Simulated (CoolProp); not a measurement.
Vapour-liquid equilibrium of R152A (1) + methanol (2) at 0.0464 MPa; x and y are mole fractions of (1).

Values from CoolProp's multi-fluid Helmholtz-energy mixture model, Outcalt 1996 and de Reuck 1993; pair parameters Bell 2016.

```
x     bubble temperature (K)  y at the bubble point  dew temperature at overall composition x (K)  liquid density (mol/L)
----  ----------------------  ---------------------  --------------------------------------------  ----------------------
0.05                   262.4                  0.957                                         317.9                   24.88
0.15                   245.4                  0.988                                         315.4                   24.04
0.25                   242.3                  0.991                                         312.7                   22.88
0.35                   241.3                  0.992                                         309.7                   21.73
0.45                   240.7                  0.992                                         306.3                   20.65
0.55                   239.9                  0.993                                         302.2                   19.63
0.65                   238.7                  0.994                                         297.4                   18.69
0.75                   237.3                  0.995                                         291.1                   17.81
0.85                   235.6                  0.997                                         282.1                   16.98
0.95                   233.8                  0.999                                         264.8                   16.19
```

No azeotrope shows between x = 0.05 and 0.95.

The pair parameters rest on a limited set of measurements; away from them the model extrapolates. With so large a gap from Raoult's law the liquid may split in two, which this calculation doesn't test in full.
